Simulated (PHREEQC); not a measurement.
**Brine: an equilibrium model**

Consider water at 30 °C with 1.5 mol/kgw LiCl. Closed to the air; pH follows from the charge balance.

All values are PHREEQC results (Pitzer model, pitzer.dat), not measurements.

No solid was allowed to form.

Question: Estimate the activity of water.

Answer: activity of water 0.944.

Complexes and solids missing from the database can't appear.
